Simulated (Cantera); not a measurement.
# Pb + H2 (iron carbonyl, mercury and lead vapours)

Input: 1 mol Pb, 6.1 mol H2, held at 698.15 K and 2200 Pa.

Cantera equilibrium calculation (NASA polynomials, part measured and part estimated; ideal gas, pure solids and liquids). Candidate condensed phases: Pb; 4 gas species. Kinetics and transport are ignored.

| Item | Value |
|---|---|
| x(H2) | 1.00 |
| n(Pb(l)) | 1.00 mol |
| gas amount | 6.100 mol |
